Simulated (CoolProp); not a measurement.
A simple Rankine cycle with fluoroethane (R161): condensing at 309.15 K, boiler at 3.73 MPa, turbine inlet 361.7 K, turbine efficiency 0.8, pump efficiency 0.7, no recuperator. Each further row changes one setting.

The numbers come from the reference Helmholtz-energy equation of state, Wu 2012 in CoolProp.

```csv
case,thermal efficiency (%),net work (kJ/kg),heat in (kJ/kg),turbine exit temperature (K),volume ratio over the turbine
as stated,8.6,?,320,309.1,3.39
turbine inlet 381.7 K,9.3,35.2,379,323.3,3.09
condensing temperature 301.15 K,9.9,33.5,338,301.2,4.19
boiler pressure 2.61 MPa,6.7,24.9,369,323.9,2.12
turbine efficiency 0.7,?,23.5,320,309.1,?
```

Task: Complete the blanks.

Result: 
- as stated, net work (kJ/kg): 27.5
- turbine efficiency 0.7, thermal efficiency (%): 7.3
- turbine efficiency 0.7, volume ratio over the turbine: 3.44

The expansion ends wet for: as stated; condensing temperature 301.15 K; turbine efficiency 0.7.
